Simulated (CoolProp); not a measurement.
Vapour-liquid equilibrium of propylene (1) + R134a (2) at -11.65 °C; x and y are mole fractions of (1).

The numbers come from the multi-fluid Helmholtz-energy mixture model, Lemmon 2013 and Tillner-Roth 1994; pair parameters Bell 2016 in CoolProp.

```tsv
x	bubble pressure, mixture model (bar)	bubble pressure, Raoult's law (bar)	y, mixture model	y, Raoult's law
0.05	2.289	1.988	…	0.102
0.2	3.177	2.314	0.489	0.351
0.35	…	2.641	0.607	0.538
0.5	3.973	2.968	…	0.684
0.65	4.144	3.295	0.737	0.800
0.8	…	3.622	0.810	0.896
0.95	4.152	3.949	0.934	0.976
```

**Question.** Some entries are withheld; supply them.

**Answer.** 
- 0.05, y, mixture model: 0.207
- 0.35, bubble pressure, mixture model (bar): 3.685
- 0.5, y, mixture model: 0.677
- 0.8, bubble pressure, mixture model (bar): 4.227

The largest gap from Raoult's law is +39.5 % in bubble pressure, at x = 0.35. y crosses x between x = 0.8 and 0.95: the model has an azeotrope there.

Pair parameters are fitted to limited data, so mixtures are less certain than the pure fluids.
